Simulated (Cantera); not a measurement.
# Low-pressure radical oxidation in H2/O2

An isothermal, constant-pressure homogeneous reactor starts with H2 : O2 = 0.19 : 1 (molar parts), equivalence ratio 0.095, at 1375 K and 0.0227 atm.

Computed with Cantera and GRI-Mech 3.0 (53 species, 325 reactions). Radical loss at walls, strong at low pressure, is not modelled. The temperature is held fixed by assumption; the heat of reaction is taken as removed at once.

| t (s) | x H2 | x O2 | x H | x HO2 | x H2O |
|---|---|---|---|---|---|
| 0.000100 | 0.160 | 0.840 | 2.19e-6 | 3.84e-7 | 3.75e-6 |
| 0.000193 | 0.159 | 0.840 | 8.76e-5 | 9.19e-7 | 0.000166 |
| 0.000373 | 0.0685 | 0.782 | 0.0324 | 7.06e-6 | 0.0662 |
| 0.000720 | 0.00676 | 0.734 | 0.0401 | 8.63e-6 | 0.126 |
| 0.00139 | 0.00628 | 0.741 | 0.0357 | 8.71e-6 | 0.130 |
| 0.00268 | 0.00556 | 0.754 | 0.0286 | 8.82e-6 | 0.137 |
| 0.00518 | 0.00434 | 0.772 | 0.0186 | 8.78e-6 | 0.147 |
| 0.0100 | 0.00266 | 0.795 | 0.00840 | 8.11e-6 | 0.158 |
| 0.0193 | 0.00116 | 0.812 | 0.00231 | 6.19e-6 | 0.166 |
| 0.0373 | 0.000375 | 0.821 | 0.000418 | 3.49e-6 | 0.171 |
| 0.0720 | 0.000109 | 0.825 | 6.50e-5 | 1.50e-6 | 0.172 |
| 0.139 | 3.28e-5 | 0.826 | 1.08e-5 | 5.83e-7 | 0.173 |
| 0.268 | 1.10e-5 | 0.826 | 2.11e-6 | 2.40e-7 | 0.173 |
| 0.518 | 4.11e-6 | 0.826 | 4.83e-7 | 1.21e-7 | 0.173 |
| 1.00 | 1.70e-6 | 0.826 | 1.29e-7 | 8.73e-8 | 0.173 |
x: mole fraction; the columns are a selection and need not sum to one.

Equilibrium at this temperature and pressure: H2 3.87e-7, O2 0.826, H 1.42e-8, HO2 1.05e-7, H2O 0.173 (gas phase only).
